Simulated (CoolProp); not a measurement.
Ethane along the isobar 6.5 MPa: density (kg/m³) from the reference equation and from simpler models built on Tc = 305.3 K, pc = 4.872 MPa, ω = 0.099; each cubic takes its own stable root.

Values from CoolProp's reference Helmholtz-energy equation of state, Bücker 2006.

| T (K) | phase | reference |
|---|---|---|
| 149.1 | liquid | 590.3 |
| 169 | liquid | 567.9 |
| 189 | liquid | 544.5 |
| 208.9 | liquid | 520.0 |
| 228.9 | liquid | 493.3 |
| 248.8 | liquid | 463.9 |
| 268.8 | liquid | 429.6 |
| 288.7 | liquid | 386.2 |
| 308.7 | supercritical | 315.7 |
| 328.6 | supercritical | 148.5 |
| 348.6 | supercritical | 105.3 |
| 368.5 | supercritical | 88.02 |

Task: How far does each simpler model (van der Waals, Soave-Redlich-Kwong) lie from the reference over these 12 states: mean and median of the absolute difference, and the worst?

Result: 
- van der Waals: mean 25.9 %, median 32.2 %, worst -34.4 % at 149.1 K and 6.5 MPa
- Soave-Redlich-Kwong: mean 5.3 %, median 3.9 %, worst -14.9 % at 308.7 K and 6.5 MPa
